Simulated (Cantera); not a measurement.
Input: 1 mol (CH3)2SiCl2, 8.9 mol H2, at 1.33 mbar.

Cantera equilibrium calculation (NASA polynomials, part measured and part estimated; ideal gas, pure solids and liquids). Candidate condensed phases: C, C6H6, C7H8, C8H18, Si, SiC; 109 gas species. The feed counts by its element totals alone. Gases not in the tables: Si2H6 and higher silanes. The numbers say what is thermodynamically allowed, not how fast it happens.

Q: What share of the Si ends up in condensed phases as a function of T (K), at 1200, 1350, 1500, 1650, 1800, 1950, 2100, 2250?

A: 
```tsv
T (K)	Si condensed (%)	as
1200	99.8	SiC(s)
1350	99.6	SiC(s)
1500	99.1	SiC(s)
1650	98.4	SiC(s)
1800	97.3	SiC(s)
1950	94.8	SiC(s)
2100	81.6	SiC(s)
2250	0.0	-
```
